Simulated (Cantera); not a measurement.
Input: 1 mol Si₃N₄, 11 mol HF, 1.3 mol N₂, a varied amount of O₂, at 1025 K and 1330 Pa.

Points: n(O2) (mol) = 0.73, 0.95, 1.2, 1.6, 2, 2.6, 3.4, 4.4.

Cantera's Mixture.equilibrate('TP', solver="vcs", rtol=1e-11, max_steps=5000) on the NASA tables stopped like this:

```
ERROR: FAILURE its = 5001!

*******************************************************************************
CanteraError thrown by MultiPhase::equilibrate:
VCS solver failed. Return code: -1
*******************************************************************************
```

Task: What got this run through?

Result: This is not unique; one that fits is The failure is numerical, not chemical. The same input converged with solver="gibbs", rtol=1e-10, max_steps=50000, and the result passed a check of the equilibrium conditions:
```
log10 of partial pressures in bar; condensed amounts in mol
     n(O2)        HF        H2        N2      SiF4       H2O        O2 SiO2(hqz)
      0.73    -2.725    -2.296    -2.435    -2.586    -3.896   -22.684    0.6729
      0.95    -2.589    -2.346    -2.441    -2.624    -3.604   -22.001    0.8368
       1.2    -2.485    -2.409    -2.447    -2.665    -3.376   -21.419     1.006
       1.6    -2.374    -2.526    -2.455    -2.729    -3.122   -20.676     1.245
         2    -2.299    -2.680    -2.462    -2.791    -2.941   -20.008     1.452
       2.6    -2.222    -3.086    -2.471    -2.881    -2.742   -18.796     1.715
       3.4    -2.196   -10.693    -2.489    -2.955    -2.654    -3.406      1.87
       4.4    -2.224   -10.987    -2.520    -2.991    -2.690    -2.893     1.884
```

The gas is ideal and each condensed phase is pure.
